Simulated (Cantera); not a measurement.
Cantera run, input and output.

```python
import numpy as np
import cantera as ct

gas = ct.Solution("gri30.yaml")


def delay(T, t_max=10):
    gas.TPX = T, 1000000, {'CH4': 1, 'C2H6': 0.13, 'C3H8': 0.046, 'O2': 5.59, 'N2': 21, 'CO2': 1.7, 'H2': 0.71}
    reactor = ct.IdealGasReactor(gas, clone=False)
    net = ct.ReactorNet([reactor])
    net.rtol, net.atol = 1e-8, 1e-16
    while net.time < t_max:
        t_old, T_old = net.time, reactor.T
        net.step()
        if reactor.T > T + 400:  # ignition: a rise of 400 K
            return t_old + (T + 400 - T_old) / (reactor.T - T_old) * (net.time - t_old)
    return np.nan


taus = []
for T in [1275, 1350, 1425, 1500, 1575, 1650, 1725, 1800, 1875, 1950]:
    taus.append(delay(T))
    print(f"T0 = {T:6g} K   tau = {taus[-1]:.4e} s")
```

Result:

```
T0 =   1275 K   tau = 1.2797e-04 s
T0 =   1350 K   tau = 5.6495e-05 s
T0 =   1425 K   tau = 2.9151e-05 s
T0 =   1500 K   tau = 1.6510e-05 s
T0 =   1575 K   tau = 9.9599e-06 s
T0 =   1650 K   tau = 6.3217e-06 s
T0 =   1725 K   tau = 4.2022e-06 s
T0 =   1800 K   tau = 2.9178e-06 s
T0 =   1875 K   tau = 2.1100e-06 s
T0 =   1950 K   tau = 1.5833e-06 s
```

Detailed kinetics in Cantera: GRI-Mech 3.0 (53 species, 325 reactions).
